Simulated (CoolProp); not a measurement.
Saturation properties of R113.

Model: reference Helmholtz-energy equation of state, Marx 1992, in CoolProp.

```tsv
T (K)	p (MPa)	vapour density (kg/m³)	surface tension (mN/m)
291.3	0.03398	2.679	18.0
302.3	0.05264	4.027	16.7
313.4	0.07893	5.878	15.5
324.5	0.1146	8.332	14.3
335.6	0.1617	11.52	13.1
346.7	0.2224	15.59	11.9
357.8	0.2993	20.70	10.7
368.9	0.3946	27.05	9.61
380	0.5113	34.88	8.51
391.1	0.6519	44.48	7.43
402.2	0.8195	56.21	6.38
413.3	1.017	70.56	5.36
424.4	1.248	88.21	4.38
```

It boils at 320.7 K under 1 atm.

Surface tension comes from a separate correlation (Mulero 2012).
